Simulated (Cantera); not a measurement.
Source: NASA polynomial tables (part measured, part estimated), evaluated in Cantera. Values are per mole of reaction as written; species without (g) are pure solids or liquids, kept so even where they would boil at 1 bar.

Problem. Between 1325 and 2525 K, where is each reaction favourable under standard conditions?
- Cr + 3 O(g) → CrO₃(g)

Solution. 
- Cr + 3 O(g) → CrO₃(g): ΔG° is -700 kJ at 1325 K and -360 kJ at 2525 K; it stays negative (K > 1). ΔH° is -1110 kJ and ΔS° -297 J/K at 2525 K.
